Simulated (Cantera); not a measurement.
Equilibrium for roasting and sulfation: FeS2 + SO2 + H2O

Feed: 1 mol FeS2, a varied amount of SO2, 0.33 mol H2O, held at 875 K and 15.0 bar.

Method: chemical equilibrium by Gibbs-energy minimisation in Cantera with the NASA 1993 tables (ideal gas, pure condensed phases). Candidate condensed phases: Fe, FeO, Fe(OH)2, Fe(OH)3, FeS, FeSO4, FeS2, Fe2O3, Fe2(SO4)3, Fe3O4, H2O, H2SO4, S; 22 gas species. Gases not in the tables: S3 to S7. Kinetics and transport are ignored.

```
n(SO2) (mol)  x SO2   x H2O     x H2S     x S2     x S2O     x H2     x SO    x SO3  n FeS2(s)  n Fe3O4(s)
------------  -----  ------  --------  -------  --------  -------  -------  -------  ---------  ----------
0.34          0.506   0.486   0.00614  0.00147  0.000656  6.51e-5  5.78e-7  4.56e-8      0.997     0.00111
0.88          0.725   0.269   0.00325  0.00176  0.000899  3.15e-5  7.23e-7  7.48e-8      0.996     0.00148
1.4           0.807   0.188   0.00225  0.00186  0.000987  2.12e-5  7.73e-7  8.66e-8      0.994     0.00186
2             0.856   0.140   0.00166  0.00192   0.00104  1.54e-5  8.02e-7  9.39e-8      0.993     0.00230
2.5           0.881   0.115   0.00136  0.00194   0.00107  1.25e-5  8.16e-7  9.77e-8      0.992     0.00267
3             0.898  0.0978   0.00115  0.00196   0.00108  1.06e-5  8.27e-7  1.00e-7      0.991     0.00304
3.6           0.913  0.0829  0.000973  0.00198   0.00110  8.91e-6  8.35e-7  1.03e-7      0.990     0.00348
```
x: gas mole fraction; n: condensed amount in mol.

From 0.34 mol SO2 to 3.6 mol SO2 the condensed part is FeS2(s) + Fe3O4(s).
